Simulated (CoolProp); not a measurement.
A single-stage vapour-compression cycle with R134a: evaporating at 207.15 K (dew point), condensing at 229.15 K (bubble point), superheat 8 K, subcooling 0 K, compressor efficiency 0.8, no pressure losses. Each further row changes one setting.

Computed with CoolProp (reference Helmholtz-energy equation of state, Tillner-Roth 1994).

```tsv
case	cooling COP	pressure ratio	discharge temperature (K)	refrigerating effect (kJ/kg)	volumetric capacity (kJ/m³)
as stated	6.88	3.89	260.2	220	134
evaporating temperature 212.15 K	9.30	2.77	(withheld)	223	(withheld)
condensing temperature 224.15 K	(withheld)	(withheld)	250.7	226	138
subcooling 5 K	(withheld)	3.89	260.2	226	138
superheat 18 K	6.79	3.89	270.9	(withheld)	(withheld)
compressor efficiency 0.7	6.02	3.89	266.0	220	134
```

**Question.** Some entries are withheld; supply them.

**Answer.** 
- evaporating temperature 212.15 K, discharge temperature (K): 254.1
- evaporating temperature 212.15 K, volumetric capacity (kJ/m³): 187
- condensing temperature 224.15 K, cooling COP: 9.06
- condensing temperature 224.15 K, pressure ratio: 2.94
- subcooling 5 K, cooling COP: 7.08
- superheat 18 K, refrigerating effect (kJ/kg): 227
- superheat 18 K, volumetric capacity (kJ/m³): 132
